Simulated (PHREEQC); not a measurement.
**Spent oxide etchant: speciation**

Make-up at 25 °C: 0.0013 mol HF and 0.00029 mol H2SiF6 per kg of water. Closed to the air; pH follows from the charge balance.

Computed with PHREEQC (ion-association model, wateq4f.dat).

Each row changes one thing in this solution. This is a speciation only: nothing precipitates in the calculation.

```
case                                        pH  ionic strength (mol/kgw)  HF (mol/kgw)  F- (mol/kgw)  H4SiO4 (mol/kgw)  SiF6-2 (mol/kgw)  SI of Quartz (SiO2)
----------------------------------------  ----  ------------------------  ------------  ------------  ----------------  ----------------  -------------------
as made                                   2.96                   0.00127       0.00136      0.000866          0.000158          0.000132                +0.18
HF left out                               3.11                  0.000822      0.000841      0.000748          0.000266           2.38e-5                +0.41
diluted 5-fold with water                 3.42                  0.000390      0.000218      0.000389           5.80e-5           6.18e-9                -0.26
HF from 0.0013 to 0.00013 mol/kgw         3.09                  0.000867      0.000901      0.000768          0.000258           3.20e-5                +0.39
H2SiF6 from 0.00029 to 0.000319 mol/kgw   2.95                   0.00133       0.00140      0.000863          0.000164          0.000154                +0.20
temperature from 25 to 65 °C              3.08                  0.000855       0.00216      0.000839          0.000287           2.52e-6                -0.08
HF replaced by HBF4 at the same molality  2.73                   0.00223       0.00234      0.000876           3.36e-5          0.000256                -0.49
```

Some of these states are supersaturated (in Quartz (slow to form), for instance). At this temperature some constants are extrapolated from 25 °C, and those without enthalpy data are left unchanged. SiF6-2 is the database's only silicon fluoride. Real BF4- forms and hydrolyses slowly; the run takes it at equilibrium.
